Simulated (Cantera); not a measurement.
A Cantera script and its output.

```python
import numpy as np
import cantera as ct

gas = ct.Solution("gri30.yaml")
gas.TPX = 1598, 500000, {'CH4': 1, 'O2': 1.11, 'N2': 4.18}
reactor = ct.IdealGasReactor(gas, energy="on", clone=False)
net = ct.ReactorNet([reactor])
net.rtol, net.atol = 1e-08, 1e-16
show = ['CH4', 'O2', 'C2H4', 'CH2', 'C2H2', 'HO2']
times = np.geomspace(2e-06, 4, 16)

steps = ct.SolutionArray(gas, extra=["t"])
rows = []
print(f"{'t/s':>10s}{'T/K':>9s}{'P/Pa':>11s}" + "".join(f"{s:>11s}" for s in show))
for t in times:
    while net.time < t:
        t_next = net.step()
        steps.append(gas.state, t=t_next)
    rows.append([np.interp(t, steps.t, y) for y in (steps.T, steps.P, *steps(*show).X.T)])
    print(f"{t:10.3e}{rows[-1][0]:9.1f}{rows[-1][1]:11.4g}" + "".join(f"{x:11.3e}" for x in rows[-1][2:]))
rate = np.gradient(steps.T, steps.t)
print("integrator steps:", len(steps.t))
if steps.T.max() > steps.T[0] + 200:
    print(f"time of steepest temperature rise: {steps.t[rate.argmax()]:.4e} s")
gas.TPX = 1598, 500000, {'CH4': 1, 'O2': 1.11, 'N2': 4.18}
gas.equilibrate("UV")
print(f"equilibrium (UV): T = {gas.T:.1f} K  " + "  ".join(f"{s} {gas[s].X[0]:.3e}" for s in show))
```

Result:

```
       t/s      T/K       P/Pa        CH4         O2       C2H4        CH2       C2H2        HO2
 2.000e-06   1597.9      5e+05  1.590e-01  1.765e-01  9.564e-10  5.977e-12  4.527e-14  3.132e-06
 5.261e-06   1597.9      5e+05  1.589e-01  1.765e-01  2.806e-08  4.984e-11  3.640e-12  6.794e-06
 1.384e-05   1597.8      5e+05  1.588e-01  1.764e-01  9.159e-07  5.148e-10  3.489e-10  1.056e-05
 3.641e-05   1599.6  5.005e+05  1.581e-01  1.760e-01  2.221e-05  3.338e-09  3.352e-08  1.583e-05
 9.579e-05   1621.5  5.078e+05  1.525e-01  1.728e-01  3.600e-04  2.321e-08  2.609e-06  5.542e-05
 2.520e-04   2976.0  1.076e+06  1.151e-10  2.123e-04  1.550e-16  5.750e-11  6.648e-13  4.943e-07
 6.629e-04   2974.6  1.075e+06  1.165e-10  2.096e-04  1.573e-16  5.773e-11  6.718e-13  4.882e-07
 1.744e-03   2974.6  1.075e+06  1.165e-10  2.096e-04  1.573e-16  5.773e-11  6.718e-13  4.882e-07
 4.588e-03   2974.6  1.075e+06  1.165e-10  2.096e-04  1.573e-16  5.773e-11  6.718e-13  4.882e-07
 1.207e-02   2974.6  1.075e+06  1.165e-10  2.096e-04  1.573e-16  5.773e-11  6.718e-13  4.882e-07
 3.175e-02   2974.6  1.075e+06  1.165e-10  2.096e-04  1.573e-16  5.773e-11  6.718e-13  4.882e-07
 8.352e-02   2974.6  1.075e+06  1.165e-10  2.096e-04  1.573e-16  5.773e-11  6.718e-13  4.882e-07
 2.197e-01   2974.6  1.075e+06  1.165e-10  2.096e-04  1.573e-16  5.773e-11  6.718e-13  4.882e-07
 5.780e-01   2974.6  1.075e+06  1.165e-10  2.096e-04  1.573e-16  5.773e-11  6.718e-13  4.882e-07
 1.521e+00   2974.6  1.075e+06  1.165e-10  2.096e-04  1.573e-16  5.773e-11  6.718e-13  4.882e-07
 4.000e+00   2974.6  1.075e+06  1.165e-10  2.096e-04  1.573e-16  5.773e-11  6.718e-13  4.882e-07
integrator steps: 1867
time of steepest temperature rise: 1.5689e-04 s
equilibrium (UV): T = 2974.6 K  CH4 1.316e-10  O2 2.096e-04  C2H4 1.705e-16  CH2 6.196e-11  C2H2 7.273e-13  HO2 4.882e-07
```

Computed with Cantera and GRI-Mech 3.0 (53 species, 325 reactions).
